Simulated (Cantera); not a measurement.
Mixture: CH₄ : O₂ : N₂ = 1 : 2.41 : 9.06 (molar parts), at 1650 Torr, adiabatic and at constant pressure. Ignition delay is the time to a rise of 400 K.

Cantera simulation using GRI-Mech 3.0 (53 species, 325 reactions); the numbers are that mechanism's predictions, not measurements.

### Question
What does this change do: pressure from 1650 Torr to 713 Torr?

### Answer
| quantity | before | after |
|---|---|---|
| delay at 1125 K | 59.4 ms | 0.133 s |
| delay at 1225 K | 14.6 ms | 30.5 ms |
| delay at 1325 K | 4.11 ms | 8.08 ms |
| delay at 1425 K | 1.30 ms | 2.48 ms |
| delay at 1525 K | 0.468 ms | 0.896 ms |
| apparent activation energy between 1475 and 1575 K | 190 kJ/mol | 180 kJ/mol |
